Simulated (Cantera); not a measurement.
**Adiabatic ignition**

An adiabatic, constant-pressure homogeneous reactor starts with 7.40 % C₃H₈, 19.5 % O₂, 73.2 % N₂, equivalence ratio 1.9, at 1625 K and 760 Torr.

Cantera simulation using GRI-Mech 3.0 (53 species, 325 reactions); the numbers are that mechanism's predictions, not measurements. GRI-Mech 3.0 was tuned for natural gas; its chemistry of propane as a main component is partial and can be far from experiment.

| t (s) | T (K) | x C₃H₈ | x O₂ | x C₂H₄ | x NO | x CH₂CO | x H | x HCO |
|---|---|---|---|---|---|---|---|---|
| 4.00e-6 | 1600 | 0.0674 | 0.192 | 0.00516 | 2.62e-11 | 1.46e-5 | 5.83e-5 | 1.60e-6 |
| 1.29e-5 | 1596 | 0.0480 | 0.180 | 0.0230 | 4.77e-10 | 0.000498 | 0.000120 | 1.75e-5 |
| 4.18e-5 | 2670 | 1.48e-11 | 0.00316 | 1.69e-5 | 6.61e-5 | 8.86e-5 | 0.0158 | 2.81e-5 |
| 0.000135 | 2739 | <1e-12 | 7.89e-5 | 6.79e-12 | 0.000441 | 1.34e-9 | 0.0130 | 2.79e-7 |
| 0.000437 | 2707 | <1e-12 | 0.000132 | <1e-12 | 0.000514 | <1e-12 | 0.0169 | 3.06e-7 |
| 0.00141 | 2691 | <1e-12 | 0.000161 | <1e-12 | 0.000600 | <1e-12 | 0.0187 | 3.20e-7 |
| 0.00457 | 2690 | <1e-12 | 0.000160 | <1e-12 | 0.000719 | <1e-12 | 0.0187 | 3.20e-7 |
| 0.0148 | 2690 | <1e-12 | 0.000160 | <1e-12 | 0.000744 | <1e-12 | 0.0187 | 3.20e-7 |
| 0.0478 | 2690 | <1e-12 | 0.000160 | <1e-12 | 0.000744 | <1e-12 | 0.0187 | 3.20e-7 |
| 0.155 | 2690 | <1e-12 | 0.000160 | <1e-12 | 0.000744 | <1e-12 | 0.0187 | 3.20e-7 |
| 0.500 | 2690 | <1e-12 | 0.000160 | <1e-12 | 0.000744 | <1e-12 | 0.0187 | 3.20e-7 |
x: mole fraction; the columns are a selection and need not sum to one.

| Item | Result |
|---|---|
| time of steepest temperature rise | 36.3 µs |
| temperature at 0.500 s | 2690 K |
| equilibrium temperature | 2690 K |
| x(C₃H₈) at 0.500 s | <1e-12 (gas-phase equilibrium <1e-12) |
| x(O₂) at 0.500 s | 0.000160 (gas-phase equilibrium 0.000160) |
| x(C₂H₄) at 0.500 s | <1e-12 (gas-phase equilibrium <1e-12) |
